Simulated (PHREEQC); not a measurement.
1 kg of water holding 26 mmol/kgw KCl, 71 mmol/kgw CaCl2, 39 mmol/kgw NaCl, 14 mmol/kgw MgCl2 and 9.6 mmol/kgw SrCl2 is evaporated at 25 °C; the solids stay in contact with the brine. No CO2 enters from the air. The run lets Bischofite, Brucite, Carnallite, Halite, Portlandite, Sylvite, MgCl2_4H2O precipitate or redissolve, and no other solid.

The series has 21 steps of water left (kg), from 1 to 0.01979.

Computed with PHREEQC (Pitzer model, pitzer.dat).

### Question
Which solids form, in which order, and at which step of the series does each first stand?

### Answer
Halite from water left = 0.0293 kg; Sylvite from water left = 0.02407 kg.
